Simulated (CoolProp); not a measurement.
Vapour-liquid equilibrium of R125 (1) + R152A (2) at 0.0158 MPa; x and y are mole fractions of (1).

Computed with CoolProp (multi-fluid Helmholtz-energy mixture model, Lemmon 2005 and Outcalt 1996; pair parameters Bell 2016).

**Question.** Give the bubble temperature and the first vapour's composition at x = 0.15, 0.75, 0.85. Is there an azeotrope?

**Answer.** x = 0.15: 208.6 K, y = 0.395; x = 0.75: 196.9 K, y = 0.925; x = 0.85: 195.4 K, y = 0.962. No azeotrope shows between x = 0.05 and 0.95.

Pair parameters are fitted to limited data, so mixtures are less certain than the pure fluids. The gap from Raoult's law changes sign with composition, which may be real or a fault of the pair parameters; it wasn't checked against measurements.
